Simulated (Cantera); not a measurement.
A freely propagating, adiabatic, planar premixed flame of C₃H₈ : O₂ : N₂ : H₂O = 1 : 6.58 : 24.7 : 8 (molar parts), equivalence ratio 0.76, unburnt at 325 K and 0.109 atm; mixture-averaged transport, grid criteria slope 0.08 and curve 0.16, no radiation.

Computed with Cantera and GRI-Mech 3.0 (53 species, 325 reactions). GRI-Mech 3.0 was tuned for natural gas; its chemistry of propane as a main component is partial and can be far from experiment. Burning velocities carry a grid error of a few per cent, more on coarse grids.

Question: How do the results move with these cheaper or finer settings: unity-Lewis-number transport; multicomponent transport; multicomponent+Soret transport; grid criteria slope 0.5, curve 1; grid criteria slope 0.25, curve 0.5; grid criteria slope 0.03, curve 0.06?

Answer: 
| setting | laminar burning velocity | thermal thickness | peak x(CH₂CO) | peak x(CH₄) | grid points |
|---|---|---|---|---|---|
| as above | 31.0 cm/s | 4.49 mm | 0.000466 | 0.00143 | 140 |
| unity-Lewis-number transport | 23.9 cm/s | 5.10 mm | 0.000309 | 0.000659 | 138 |
| multicomponent transport | 31.5 cm/s | 4.57 mm | 0.000475 | 0.00143 | 144 |
| multicomponent+Soret transport | 31.2 cm/s | 4.58 mm | 0.000477 | 0.00135 | 144 |
| grid criteria slope 0.5, curve 1 | 35.2 cm/s | 4.83 mm | 0.000450 | 0.00141 | 37 |
| grid criteria slope 0.25, curve 0.5 | 33.2 cm/s | 4.49 mm | 0.000465 | 0.00147 | 57 |
| grid criteria slope 0.03, curve 0.06 | 30.3 cm/s | 4.49 mm | 0.000467 | 0.00141 | 367 |
The base run took about 27 core-seconds (a rough figure).
Unity Lewis numbers drop preferential diffusion, which matters most where H2 and H carry the flame; Soret adds thermal diffusion.
